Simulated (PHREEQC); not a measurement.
0.052 g of hydrous ferric oxide (600 m²/g; 0.2 weak and 0.005 strong sites per Fe, Dzombak-Morel constants, diffuse double layer) in 1 kg of water with 0.05 mol/kgw of an inert sodium salt and 4.7e-05 mol/kgw H3BO3, 5.9e-07 mol/kgw CaCl2 and 2.1e-05 mol/kgw Na2SeO3, at 25 °C; the pH is set by adding NaOH or the inert anion's acid. The system is closed to oxygen. The system is closed to CO2. Precipitation was switched off in this run.

The series has 13 steps of pH, from 3 to 11.

Model: ion-association model, wateq4f.dat, run in PHREEQC.

Q: Near which pH is half of the Ca sorbed, and on which side is more sorbed?

A: Near pH 8.5, with more sorbed at higher pH.

Q: Near which pH is half of the Se sorbed, and on which side is more sorbed?

A: Near pH 8.1, with more sorbed at lower pH.

Q: At which pH does the surface charge pass through zero?

A: Near pH 7.7.

The database's selenite sorption wasn't checked against measurements; a fall in acid may be a fault of its surface constants. The oxide is taken as insoluble; below pH 4 it would dissolve.
